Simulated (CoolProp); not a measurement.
The fluid at 887.07 K and 0.164 MPa is throttled through a valve to 0.00628 MPa with no heat exchange. The same conditions are run with several fluids, on thermodynamics alone (safety and materials aside).

Values from CoolProp's reference Helmholtz-energy equation of state of each fluid (carbon dioxide: Span 1996; oxygen: Schmidt 1985; dry air: Lemmon 2000; normal hydrogen: Leachman 2009; water: Wagner 2002). Blends and air are pseudo-pure fits.

```tsv
fluid	temperature change (K)	final density (kg/m³)
carbon dioxide	(withheld)	(withheld)
oxygen	+0.0	(withheld)
dry air	+0.1	(withheld)
normal hydrogen	+0.1	(withheld)
water	(withheld)	0.0153
```

Question: Fill in the missing entries.

Answer: 
- carbon dioxide, temperature change (K): -0.1
- carbon dioxide, final density (kg/m³): 0.0375
- oxygen, final density (kg/m³): 0.0272
- dry air, final density (kg/m³): 0.0247
- normal hydrogen, final density (kg/m³): 0.00172
- water, temperature change (K): -0.5

Above 300 K oxygen's equation is extrapolated.
